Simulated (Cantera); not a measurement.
A Cantera script and what it prints.

```python
import numpy as np
import cantera as ct

gas_names = """
    CL CL2 N N2 Si SiCL SiCL2 SiCL3 SiCL4 SiN Si2 Si2N Si3
""".split()
cond_names = """
    Si(cr) Si(L) Si3N4(a)
""".split()


# ... load() reads the species with a 1 bar reference pressure and builds the phases ...
atoms = {
    'SiCl4': {'Si': 1, 'CL': 4},
    'N2': {'N': 2},
}
top_T = {'Si3N4(a)': 2400}  # K; cautious upper limits of use, not melting points


# ... equilibrate(T, P, feed) seeds the gas with the atoms and calls Mixture.equilibrate('TP', solver="vcs", rtol=1e-11, max_steps=5000) ...
results = []
feed = {'SiCl4': 1, 'N2': 14}  # mol
T = 1798.15  # K
P = 8.8  # Pa
mix = equilibrate(T, P, feed)
results.append((T, P, feed, dict(zip(mix.species_names, mix.species_moles))))
x = sorted(zip(gas.X, gas.species_names), reverse=True)
print(f"T = {T:g} K  P = {P:g} Pa  gas = {mix.phase_moles(0):.4g} mol")
print("   x: " + "  ".join(f"{s} {v:.3e}" for v, s in x if v > 1e-06))
print("   condensed (mol): " + ("  ".join(f"{mix.phase(i).name} {mix.phase_moles(i):.4g}"
      for i in range(1, mix.n_phases) if mix.phase_moles(i) > 1e-12) or "none"))
```

It prints:

```
T = 1798.15 K  P = 8.8 Pa  gas = 16.98 mol
   x: N2 8.243e-01  CL 1.168e-01  SiCL2 5.756e-02  SiCL3 1.115e-03  SiCL 1.319e-04  Si 3.960e-05  SiCL4 3.497e-05  CL2 1.223e-05
   condensed (mol): none
```

Equilibrium computed with Cantera from the NASA thermochemical tables; the gas is ideal and each condensed phase is pure. The tables' values for SiCl3, SiCl are old estimates; treat these amounts as uncertain.
